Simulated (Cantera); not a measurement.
Input: 1 mol SiH2Cl2, 3.2 mol HCl, 100 mol H2, held at 0.640 bar.

These are equilibrium values from Cantera (NASA tables, ideal gas, pure condensed phases), not measurements of a reactor. Candidate condensed phases: Si; 19 gas species. Gases not in the tables: Si2H6 and higher silanes. Rates play no part.

**Question.** Which condensed phases are stable at each of these points (T (K)): 898, 998, 1098, 1198, 1298, 1398, 1498, 1598, 1698, 1798?

**Answer.** 
```tsv
T (K)	condensed phases	Si condensed (%)
898	gas only	0.0
998	gas only	0.0
1098	gas only	0.0
1198	Si(s)	8.3
1298	Si(s)	28.4
1398	Si(s)	38.9
1498	Si(s)	41.7
1598	Si(s)	41.3
1698	Si(l)	40.5
1798	Si(l)	45.9
```

From 898 K to 1098 K nothing is condensed. From 1198 K to 1598 K the condensed part is Si(s). From 1698 K to 1798 K the condensed part is Si(l).
